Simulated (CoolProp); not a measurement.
Vapour-liquid equilibrium of R113 (1) + n-hexane (2) at 5.59 bar; x and y are mole fractions of (1).

Model: multi-fluid Helmholtz-energy mixture model, Marx 1992 and Thol 2019; pair parameters Bell 2016, in CoolProp.

```tsv
x	bubble temperature (K)	y at the bubble point	dew temperature at overall composition x (K)	liquid density (mol/L)
0.05	406.1	0.086	407.1	6.312
0.2	(withheld)	0.302	403.1	6.445
0.35	395.8	0.470	399.0	6.571
0.5	392.2	0.610	395.0	(withheld)
0.65	389.2	0.733	391.2	(withheld)
0.8	386.7	0.848	387.7	6.949
0.95	384.6	0.961	384.8	7.085
```

Problem. Fill in the missing entries.

Solution. 
- 0.2, bubble temperature (K): 400.4
- 0.5, liquid density (mol/L): 6.694
- 0.65, liquid density (mol/L): 6.819

No azeotrope shows between x = 0.05 and 0.95.

The pair parameters rest on a limited set of measurements; away from them the model extrapolates.
